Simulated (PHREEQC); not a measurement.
Consider water at 20 °C with 0.11 mol/kgw ZnSO4. Closed to the air; pH follows from the charge balance.

All values are PHREEQC results (ion-association model, phreeqc.dat), not measurements.

```csv
quantity,before,after
pH,5.61,5.20
ionic strength (mol/kgw),0.222,0.214
SO4-2 (mol/kgw),0.0415,0.0415
HSO4- (mol/kgw),3.43e-6,1.93e-5
```

**Question.** Which change was made?
A. temperature from 20 to 40 °C
B. ZnSO4 from 0.11 to 0.022 mol/kgw
C. ZnSO4 replaced by Li2SO4 at the same molality
D. 0.0077 mol/kgw H2SO4 added
E. temperature from 20 to 55 °C

**Answer.** E, temperature from 20 to 55 °C

No solid was allowed to form. Constants without temperature data keep their 25 °C values here.
